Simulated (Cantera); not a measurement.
# PH3 + O2 (abatement and gas-phase synthesis)

Charge: 1 mol PH3, 0.095 mol O2, held at 8100000 Pa.

These are equilibrium values from Cantera (NASA tables, ideal gas, pure condensed phases), not measurements of a reactor. Candidate condensed phases: H2O, P, P4O10; 17 gas species. The ideal-gas law is rough above about 30 bar. Gases not in the tables: HPO2, HPO3 and P4O6. Equilibrium is a limit: real reactors are often held back by kinetics, nucleation or transport.

```json
[
 {"T (°C)": "650", "x H2": "0.779", "x P4": "0.136", "x H2O": "0.0631", "x P2": "0.000144", "x PH3": "0.0177"},
 {"T (°C)": "750", "x H2": "0.749", "x P4": "0.139", "x H2O": "0.0965", "x P2": "0.000608", "x PH3": "0.0135"},
 {"T (°C)": "850", "x H2": "0.738", "x P4": "0.140", "x H2O": "0.109", "x P2": "0.00196", "x PH3": "0.0110"},
 {"T (°C)": "950", "x H2": "0.738", "x P4": "0.139", "x H2O": "0.109", "x P2": "0.00516", "x PH3": "0.00944"},
 {"T (°C)": "1050", "x H2": "0.737", "x P4": "0.135", "x H2O": "0.109", "x P2": "0.0116", "x PH3": "0.00823"},
 {"T (°C)": "1150", "x H2": "0.733", "x P4": "0.129", "x H2O": "0.108", "x P2": "0.0229", "x PH3": "0.00724"},
 {"T (°C)": "1250", "x H2": "0.728", "x P4": "0.119", "x H2O": "0.107", "x P2": "0.0405", "x PH3": "0.00639"},
 {"T (°C)": "1350", "x H2": "0.719", "x P4": "0.105", "x H2O": "0.105", "x P2": "0.0648", "x PH3": "0.00562"},
 {"T (°C)": "1450", "x H2": "0.709", "x P4": "0.0877", "x H2O": "0.103", "x P2": "0.0948", "x PH3": "0.00491"}
]
```
x: gas mole fraction; nothing condenses.

From 650 °C to 1450 °C nothing is condensed.
